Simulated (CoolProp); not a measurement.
A Linde-Hampson liquefier for ethane: isothermal reversible compression at 320 K from 1 atm to 5 MPa, throttling to 1 atm, return gas leaving the recuperator 5 K below the feed. Each further row changes one setting.

The numbers come from the reference Helmholtz-energy equation of state, Bücker 2006 in CoolProp.

```tsv
case	liquid yield per pass	compression work (kJ/kg of gas)
as stated	___	315
high pressure 10 MPa	0.426	___
warm-end temperature 350 K	___	354
warm-end gap 10 K	___	315
```

Complete the blanks.


- as stated, liquid yield per pass: 0.165
- high pressure 10 MPa, compression work (kJ/kg of gas): 338
- warm-end temperature 350 K, liquid yield per pass: 0.101
- warm-end gap 10 K, liquid yield per pass: 0.154
